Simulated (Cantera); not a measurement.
An adiabatic, constant-pressure homogeneous reactor starts with C₃H₈ : O₂ : N₂ = 1 : 2 : 8.8 (molar parts), equivalence ratio 2.5, at 1173 K and 3.60 bar.

Model: GRI-Mech 3.0 (53 species, 325 reactions), integrated in Cantera. GRI-Mech 3.0 was tuned for natural gas; its chemistry of propane as a main component is partial and can be far from experiment.

Q: Predict: time of steepest temperature rise; temperature at 0.500 s; equilibrium temperature; x(O₂) at 0.500 s; x(H) at 0.500 s; x(O) at 0.500 s.

A: 
| Item | Value |
|---|---|
| time of steepest temperature rise | 6.46 ms |
| temperature at 0.500 s | 1995 K |
| equilibrium temperature | 1995 K |
| x(O₂) at 0.500 s | 1.53e-9 (gas-phase equilibrium 1.53e-9) |
| x(H) at 0.500 s | 0.000374 (gas-phase equilibrium 0.000374) |
| x(O) at 0.500 s | 1.34e-8 (gas-phase equilibrium 1.34e-8) |
